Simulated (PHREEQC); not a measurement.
A solution holds 0.012 mol CuSO4, 0.069 mol HCl and 0.00047 mol H3BO3 per kg of water, at 25 °C. Closed to the air; pH follows from the charge balance.

The numbers come from PHREEQC with the ion-association model, phreeqc.dat.

Q: The ionic strength comes out as 0.0959 mol/kgw. What activity coefficients do HSO4-, CuCl+, Cl-, Cu+2, H+ get?

A: HSO4- 0.78, CuCl+ 0.77, Cl- 0.77, Cu+2 0.41, H+ 0.83.

No solid was allowed to form.
